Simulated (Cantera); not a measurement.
A closed system holds: 1 mol Si(CH3)4, 4.3 mol H2, 0.85 mol C2H4, held at 1373 K and 100000 Pa.

Cantera equilibrium calculation (NASA polynomials, part measured and part estimated; ideal gas, pure solids and liquids). Candidate condensed phases: C, C6H6, C7H8, C8H18, Si, SiC; 87 gas species. Rates play no part.

Base state: H2 0.995, CH4 0.00498 (mole fractions); condensed: C(graphite) + SiC(s).

Task: What changes in the equilibrium state with this change: temperature from 1373 K to 998 K?

Result: 
```csv
species,before,after
H2,0.995,0.918
CH4,0.00498,0.0822
"C(graphite), mol",4.64,3.79
"SiC(s), mol",1.00,1.00
```

Task: What changes in the equilibrium state with this change: temperature from 1373 K to 2250 K?

Result: 
```tsv
species	before	after
H2	0.995	0.989
H	3.32e-6	0.00739
C2H2 (acetylene)	1.72e-6	0.00331
CH4	0.00498	0.000231
Si	<1e-9	7.38e-5
SiH2	1.06e-9	4.62e-5
SiH	<1e-9	2.95e-5
C(graphite), mol	4.64	4.62
SiC(s), mol	1.00	0.998
```
Gases not in the tables: Si2H6 and higher silanes.
